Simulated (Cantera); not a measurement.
A closed system holds: 1 mol Cu2O, 16 mol CO, 14 mol N2, held at 0.133 bar.

These are equilibrium values from Cantera (NASA tables, ideal gas, pure condensed phases), not measurements of a reactor. Candidate condensed phases: C, Cu, CuO, Cu2O; 27 gas species. Kinetics and transport are ignored. All values below are at 2075 K.

Base state: CO 0.469, N2 0.438, Cu 0.0619, CO2 0.0313, Cu2 0.000320 (mole fractions); condensed: gas only.

Problem. What changes in the equilibrium state with this change: CO from 16 to 0.76 mol?

Solution. 
```json
[
 {"species": "N2", "before": "0.438", "after": "0.878"},
 {"species": "Cu", "before": "0.0619", "after": "0.0632"},
 {"species": "CO2", "before": "0.0313", "after": "0.0444"},
 {"species": "CO", "before": "0.469", "after": "0.00330"},
 {"species": "O2", "before": "1.95e-7", "after": "0.00798"},
 {"species": "NO", "before": "6.71e-6", "after": "0.00192"},
 {"species": "CuO", "before": "9.94e-7", "after": "0.000205"},
 {"species": "Cu(l), mol", "before": "0", "after": "0.980"}
]
```
